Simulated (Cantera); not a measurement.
Reactions in the system C-H-N-Ta

Cantera with NASA thermochemical tables; ideal gases at 1 bar, condensed phases pure. Values are per mole of reaction as written; species without (g) are pure solids or liquids, kept so even where they would boil at 1 bar. TaC: taken at fixed stoichiometry.

6 TaC + 2 NH3(g) → 6 Ta + N2(g) + 3 C2H2(g)

```csv
T (K),ΔH° (kJ),ΔS° (J/K),ΔG° (kJ),log10 K
498,1643.1,409.0,1439.4,-150.97
548,1643.0,408.9,1419.0,-135.25
598,1642.8,408.6,1398.5,-122.16
648,1642.6,408.1,1378.1,-111.08
698,1642.2,407.6,1357.7,-101.60
748,1641.7,406.9,1337.3,-93.39
798,1641.2,406.3,1317.0,-86.21
848,1640.7,405.7,1296.7,-79.87
898,1640.2,405.1,1276.4,-74.25
948,1639.6,404.4,1256.2,-69.21
998,1638.9,403.7,1236.0,-64.69
```
